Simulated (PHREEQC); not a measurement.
Copper plating or etch bath: speciation

Consider water at 25 °C with 25.2 mmol/kgw CuSO4. Closed to the air; pH follows from the charge balance.

Computed with PHREEQC (ion-association model, wateq4f.dat).

No solid was allowed to form.

Problem. Estimate the pH, ionic strength.

Solution. pH 4.74; ionic strength 0.0623 mol/kgw.

Problem. In which forms is Cu present?

Solution. Cu+2 62 %, CuSO4 38 % of the Cu.

Examples of supersaturated solids here: Antlerite, Brochantite. Others may be too. Complexes and solids missing from the database can't appear.
